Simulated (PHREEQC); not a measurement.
Consider water at 25 °C with 0.11 mol/kgw NH4HF2, 0.048 mol/kgw H2SiF6 and 0.0014 mol/kgw HBF4. Closed to the air; pH follows from the charge balance.

Computed with PHREEQC (ion-association model, phreeqc.dat).

Precipitation was switched off in this run.

### Question
Order these F species by the share of F that they hold, largest first: SiF6-2, HF, BF4-, F-, HF2-.

### Answer
SiF6-2 (56 %), HF (36 %), HF2- (4.2 %), F- (3.1 %), BF4- (1.1 %)

The pH is 1.95 and the ionic strength 0.172 mol/kgw. SiF6-2 is the database's only silicon fluoride. Real BF4- forms and hydrolyses slowly; the run takes it at equilibrium.
